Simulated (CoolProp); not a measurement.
Model: reference Helmholtz-energy equation of state, Lemmon 2006, in CoolProp. It is a short technical equation, of lower accuracy than the large ones.

**Question.** For C3F8 (R218), give the phase and the Z, cv (kJ/(kg K)), expansivity (1/kK), fugacity coefficient at 166.85 °C and 4620 kPa; 166.85 °C and 13800 kPa; 166.85 °C and 15400 kPa.

**Answer.** 
- 166.85 °C and 4620 kPa: supercritical; Z 0.760, cv 0.955, expansivity 5.98, fugacity coefficient 0.785
- 166.85 °C and 13800 kPa: supercritical; Z 0.801, cv 0.958, expansivity 4.30, fugacity coefficient 0.577
- 166.85 °C and 15400 kPa: supercritical; Z 0.850, cv 0.957, expansivity 3.84, fugacity coefficient 0.566
